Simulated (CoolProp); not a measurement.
A single-stage vapour-compression cycle with the fluid: evaporating at 297.15 K (dew point), condensing at 335.15 K (bubble point), superheat 0 K, subcooling 8 K, compressor efficiency 0.7, no pressure losses. The same conditions are run with several fluids, on thermodynamics alone (safety and materials aside).

Computed with CoolProp (reference Helmholtz-energy equation of state of each fluid (tetrahydrofuran: Fiedler 2023; isobutane: Bücker 2006; chloromethane (R40): Thol 2014; CH2F2 (R32): Tillner-Roth 1997; R227EA: Lemmon 2016; R11: Jacobsen 1992)).

Problem. Rank tetrahydrofuran, isobutane, chloromethane (R40), CH2F2 (R32), R227EA, R11 by cooling COP, highest first.

Solution. tetrahydrofuran (5.17), R11 (5.08), chloromethane (R40) (4.88), isobutane (4.74), R227EA (4.34), CH2F2 (R32) (4.24)

```csv
fluid,pressure ratio,discharge temperature (K),refrigerating effect (kJ/kg),volumetric capacity (kJ/m³)
tetrahydrofuran,4.30,362.4,393,239
isobutane,2.67,337.1,254,2250
chloromethane (R40),2.66,380.8,325,4170
CH2F2 (R32),2.50,369.6,211,9720
R227EA,2.80,335.1,75.3,2640
R11,3.23,352.3,154,912
```

The compression ends wet for: R227EA.
